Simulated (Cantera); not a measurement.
Charge: 1 mol SiC, 0.012 mol N2O, 48 mol N2, equilibrated at 2480 Torr.

Equilibrium computed with Cantera from the NASA thermochemical tables; the gas is ideal and each condensed phase is pure. Candidate condensed phases: C, Si, SiC, SiO2, Si2N2O, Si3N4; 34 gas species. Mutual solubility and eutectic melting of coexisting phases are not modelled. The numbers say what is thermodynamically allowed, not how fast it happens.

Which condensed phases are stable at each of these points (T (°C)): 677, 777, 877, 977, 1077, 1177, 1277, 1377?


```json
[
 {"T (°C)": "677", "condensed phases": "C(graphite) + Si2N2O(s) + Si3N4(s)", "Si condensed (%)": "100.0"},
 {"T (°C)": "777", "condensed phases": "C(graphite) + Si2N2O(s) + Si3N4(s)", "Si condensed (%)": "100.0"},
 {"T (°C)": "877", "condensed phases": "C(graphite) + Si2N2O(s) + Si3N4(s)", "Si condensed (%)": "100.0"},
 {"T (°C)": "977", "condensed phases": "C(graphite) + Si2N2O(s) + Si3N4(s)", "Si condensed (%)": "100.0"},
 {"T (°C)": "1077", "condensed phases": "C(graphite) + Si2N2O(s) + Si3N4(s)", "Si condensed (%)": "100.0"},
 {"T (°C)": "1177", "condensed phases": "C(graphite) + Si2N2O(s) + Si3N4(s)", "Si condensed (%)": "100.0"},
 {"T (°C)": "1277", "condensed phases": "C(graphite) + Si2N2O(s) + Si3N4(s)", "Si condensed (%)": "100.0"},
 {"T (°C)": "1377", "condensed phases": "C(graphite) + Si3N4(s)", "Si condensed (%)": "100.0"}
]
```

From 677 °C to 1277 °C the condensed part is C(graphite) + Si2N2O(s) + Si3N4(s). At 1377 °C the condensed part is C(graphite) + Si3N4(s).
